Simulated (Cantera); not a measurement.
A perfectly stirred reactor is fed with C2H6 : H2 = 1 : 17 (molar parts), at 5.40 Torr; it is held at 1575 K, and followed from long to short residence time.

Computed with Cantera and GRI-Mech 3.0 (53 species, 325 reactions). GRI-Mech 3.0 stops at C3 and has no aromatics, soot or wall deposition, so with more carbon than oxygen in the feed, carbon stays in small species such as C2H2 where larger ones or solid carbon would form. Radical loss at walls, strong at low pressure, is not modelled.

Problem. What does this change do: pressure from 5.40 Torr to 143 Torr?

Solution. 
```csv
quantity,before,after
x(C2H6) at τ = 0.640 s,0.000107,2.97e-5
x(H2) at τ = 0.640 s,0.928,0.933
x(H) at τ = 0.640 s,0.00109,0.000141
x(CH4) at τ = 0.640 s,0.0364,0.0310
x(C2H4) at τ = 0.640 s,0.000685,0.00110
x(C2H6) at τ = 24.0 ms,0.00174,0.000354
x(H2) at τ = 24.0 ms,0.916,0.930
x(H) at τ = 24.0 ms,0.00176,0.000348
x(CH4) at τ = 24.0 ms,0.0558,0.0353
x(C2H4) at τ = 24.0 ms,0.00546,0.00319
```
